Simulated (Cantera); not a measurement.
Input: 1 mol Si2Cl6, 0.057 mol HCl, 93 mol H2, 0.41 mol Cl2, held at 1725 K and 1.00 bar.

Method: chemical equilibrium by Gibbs-energy minimisation in Cantera with the NASA 1993 tables (ideal gas, pure condensed phases). Candidate condensed phases: Si; 19 gas species. The feed counts by its element totals alone. The tables' values for SiCl3 are old estimates; treat these amounts as uncertain. Gases not in the tables: Si2H6 and higher silanes. The numbers say what is thermodynamically allowed, not how fast it happens.

Base state: H2 0.939, HCl 0.0508, SiCl2 0.00947, SiCl3 0.000353, H 0.000180, SiHCl3 9.45e-5, SiH2Cl2 6.37e-5, SiCl4 2.47e-5 (mole fractions); condensed: Si(l).

Problem. What changes in the equilibrium state with this change: temperature from 1725 K to 1425 K?

Solution. 
```tsv
species	before	after
H2	0.939	0.944
HCl	0.0508	0.0453
SiCl2	0.00947	0.00655
SiCl4	2.47e-5	0.000962
SiH2	1.62e-5	5.11e-7
Si(l), mol	1.03	0
Si(s), mol	0	0.965
```
